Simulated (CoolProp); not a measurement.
Saturation properties of n-undecane.

Model: reference Helmholtz-energy equation of state, Aleksandrov 2011, in CoolProp. It is a short technical equation, of lower accuracy than the large ones.

```csv
T (°C),p (kPa),liquid density (kg/m³),enthalpy of vaporisation (kJ/kg)
204.45,124.7,591.4,259.5
211.95,148.2,584.3,254.6
219.35,174.7,?,?
226.85,205.1,569.7,244.5
234.25,?,562.2,?
241.75,?,?,233.7
249.25,320.9,?,227.9
256.65,368.5,538.1,222.1
264.15,422.2,529.5,215.8
271.55,481.0,520.7,209.4
279.05,546.7,511.3,?
286.55,619.3,501.5,195.3
```

Task: Fill in the missing entries.

Result: 
- 219.35, liquid density (kg/m³): 577.2
- 219.35, enthalpy of vaporisation (kJ/kg): 249.7
- 234.25, p (kPa): 239.0
- 234.25, enthalpy of vaporisation (kJ/kg): 239.2
- 241.75, p (kPa): 277.6
- 241.75, liquid density (kg/m³): 554.4
- 249.25, liquid density (kg/m³): 546.4
- 279.05, enthalpy of vaporisation (kJ/kg): 202.5

It boils at 195.8 °C under 1 atm.
